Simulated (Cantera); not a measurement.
Cantera run, input and output.

```python
import numpy as np
import cantera as ct

gas = ct.Solution("gri30.yaml")
gas.TPX = 1748, 160000, {'CH4': 1, 'H2O': 0.56, 'H2': 0.17, 'N2': 0.073}
reactor = ct.IdealGasConstPressureReactor(gas, energy="off", clone=False)
net = ct.ReactorNet([reactor])
net.rtol, net.atol = 1e-08, 1e-18
show = ['CH4', 'H2O', 'H2', 'H', 'H2O2']
times = np.geomspace(7e-06, 30, 12)

steps = ct.SolutionArray(gas, extra=["t"])
rows = []
print(f"{'t/s':>10s}{'T/K':>9s}{'P/Pa':>11s}" + "".join(f"{s:>11s}" for s in show))
for t in times:
    while net.time < t:
        t_next = net.step()
        steps.append(gas.state, t=t_next)
    rows.append([np.interp(t, steps.t, y) for y in (steps.T, steps.P, *steps(*show).X.T)])
    print(f"{t:10.3e}{rows[-1][0]:9.1f}{rows[-1][1]:11.4g}" + "".join(f"{x:11.3e}" for x in rows[-1][2:]))
rate = np.gradient(steps.T, steps.t)
print("integrator steps:", len(steps.t))
if steps.T.max() > steps.T[0] + 200:
    print(f"time of steepest temperature rise: {steps.t[rate.argmax()]:.4e} s")
gas.TPX = 1748, 160000, {'CH4': 1, 'H2O': 0.56, 'H2': 0.17, 'N2': 0.073}
gas.equilibrate("TP")
print(f"equilibrium (TP): T = {gas.T:.1f} K  " + "  ".join(f"{s} {gas[s].X[0]:.3e}" for s in show))
```

Result:

```
       t/s      T/K       P/Pa        CH4        H2O         H2          H       H2O2
 7.000e-06   1748.0    1.6e+05  5.538e-01  3.105e-01  9.460e-02  6.759e-06  2.132e-13
 2.805e-05   1748.0    1.6e+05  5.511e-01  3.103e-01  9.594e-02  1.544e-05  1.315e-12
 1.124e-04   1748.0    1.6e+05  5.363e-01  3.088e-01  1.058e-01  2.747e-05  3.351e-12
 4.506e-04   1748.0    1.6e+05  4.662e-01  2.968e-01  1.647e-01  4.445e-05  3.707e-12
 1.806e-03   1748.0    1.6e+05  3.112e-01  2.628e-01  3.102e-01  7.226e-05  2.511e-12
 7.239e-03   1748.0    1.6e+05  1.464e-01  2.237e-01  4.657e-01  1.060e-04  1.810e-12
 2.901e-02   1748.0    1.6e+05  5.515e-02  1.853e-01  5.641e-01  1.337e-04  1.356e-12
 1.163e-01   1748.0    1.6e+05  3.413e-02  1.258e-01  6.254e-01  1.453e-04  6.030e-13
 4.660e-01   1748.0    1.6e+05  2.607e-02  4.996e-02  6.887e-01  1.514e-04  8.546e-14
 1.868e+00   1748.0    1.6e+05  2.078e-02  5.663e-03  7.258e-01  1.550e-04  1.039e-15
 7.485e+00   1748.0    1.6e+05  2.006e-02  7.333e-06  7.305e-01  1.555e-04  1.734e-21
 3.000e+01   1748.0    1.6e+05  2.006e-02  2.831e-06  7.305e-01  1.555e-04  2.590e-22
integrator steps: 1767
equilibrium (TP): T = 1748.0 K  CH4 1.877e-02  H2O 3.042e-06  H2 7.315e-01  H 1.556e-04  H2O2 2.986e-22
```

Detailed kinetics in Cantera: GRI-Mech 3.0 (53 species, 325 reactions). GRI-Mech 3.0 stops at C3 and has no aromatics, soot or wall deposition, so with more carbon than oxygen in the feed, carbon stays in small species such as C2H2 where larger ones or solid carbon would form.
